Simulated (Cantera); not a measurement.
Input: 1 mol Cu, 6.5 mol CO, 33 mol H2, held at 0.100 bar.

Equilibrium computed with Cantera from the NASA thermochemical tables; the gas is ideal and each condensed phase is pure. Candidate condensed phases: C, C6H6, C7H8, C8H18, Cu, CuO, Cu(OH)2, Cu2O, H2O; 113 gas species. The numbers say what is thermodynamically allowed, not how fast it happens.

Problem. What share of the Cu ends up in condensed phases as a function of T (°C), at 527, 727, 927, 1127, 1327, 1527, 1727?

Solution. 
```csv
T (°C),Cu condensed (%),as
527,100.0,Cu(s)
727,100.0,Cu(s)
927,100.0,Cu(s)
1127,99.9,Cu(l)
1327,98.4,Cu(l)
1527,78.4,Cu(l)
1727,0.0,-
```
